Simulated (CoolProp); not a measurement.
Vapour-liquid equilibrium of R134a (1) + R152A (2) at 229.5 K; x and y are mole fractions of (1).

Values from CoolProp's multi-fluid Helmholtz-energy mixture model, Tillner-Roth 1994 and Outcalt 1996; pair parameters Lemmon 2004.

### Question
Give the bubble pressure and the first vapour's composition at x = 0.05, 0.125, 0.65. Is there an azeotrope?

### Answer
x = 0.05: 38.71 kPa, y = 0.044; x = 0.125: 38.40 kPa, y = 0.116; x = 0.65: 39.09 kPa, y = 0.682. y crosses x between x = 0.275 and 0.35: the model has an azeotrope there.

The pair parameters rest on a limited set of measurements; away from them the model extrapolates.
